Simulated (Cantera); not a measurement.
## Equilibrium for silicon carbide growth: CH3SiH3 + CH4 + H2 + C2H4

Charge: 1 mol CH3SiH3, 0.045 mol CH4, 6.1 mol H2, 0.011 mol C2H4, at 1.20 mbar.

Cantera equilibrium calculation (NASA polynomials, part measured and part estimated; ideal gas, pure solids and liquids). Candidate condensed phases: C, C6H6, C7H8, C8H18, Si, SiC; 87 gas species. The feed counts by its element totals alone. Gases not in the tables: Si2H6 and higher silanes. Equilibrium is a limit: real reactors are often held back by kinetics, nucleation or transport.

From 925 K to 2125 K the condensed part is C(graphite) + SiC(s). From 2275 K to 2575 K the condensed part is C(graphite).

```json
[
 {"T (K)": "925", "x H2": "1.000", "x H": "7.52e-9", "x Si": "<1e-12", "x SiC2": "<1e-12", "n C(graphite)": "0.0645", "n SiC(s)": "1.00"},
 {"T (K)": "1075", "x H2": "1.000", "x H": "4.24e-7", "x Si": "<1e-12", "x SiC2": "<1e-12", "n C(graphite)": "0.0665", "n SiC(s)": "1.00"},
 {"T (K)": "1225", "x H2": "1.000", "x H": "9.00e-6", "x Si": "5.64e-12", "x SiC2": "<1e-12", "n C(graphite)": "0.0669", "n SiC(s)": "1.00"},
 {"T (K)": "1375", "x H2": "1.000", "x H": "9.89e-5", "x Si": "1.46e-9", "x SiC2": "<1e-12", "n C(graphite)": "0.0669", "n SiC(s)": "1.00"},
 {"T (K)": "1525", "x H2": "0.999", "x H": "0.000683", "x Si": "1.26e-7", "x SiC2": "2.72e-10", "n C(graphite)": "0.0668", "n SiC(s)": "1.000"},
 {"T (K)": "1675", "x H2": "0.997", "x H": "0.00335", "x Si": "4.86e-6", "x SiC2": "3.23e-8", "n C(graphite)": "0.0660", "n SiC(s)": "1.000"},
 {"T (K)": "1825", "x H2": "0.987", "x H": "0.0126", "x Si": "0.000102", "x SiC2": "1.72e-6", "n C(graphite)": "0.0640", "n SiC(s)": "0.999"},
 {"T (K)": "1975", "x H2": "0.959", "x H": "0.0387", "x Si": "0.00135", "x SiC2": "4.95e-5", "n C(graphite)": "0.0681", "n SiC(s)": "0.986"},
 {"T (K)": "2125", "x H2": "0.886", "x H": "0.0987", "x Si": "0.0123", "x SiC2": "0.000876", "n C(graphite)": "0.157", "n SiC(s)": "0.858"},
 {"T (K)": "2275", "x H2": "0.707", "x H": "0.206", "x Si": "0.0696", "x SiC2": "0.00881", "n C(graphite)": "0.755", "n SiC(s)": "0"},
 {"T (K)": "2425", "x H2": "0.538", "x H": "0.379", "x Si": "0.0636", "x SiC2": "0.0132", "n C(graphite)": "0.605", "n SiC(s)": "0"},
 {"T (K)": "2575", "x H2": "0.340", "x H": "0.583", "x Si": "0.0518", "x SiC2": "0.0166", "n C(graphite)": "0.352", "n SiC(s)": "0"}
]
```
x: gas mole fraction; n: condensed amount in mol.
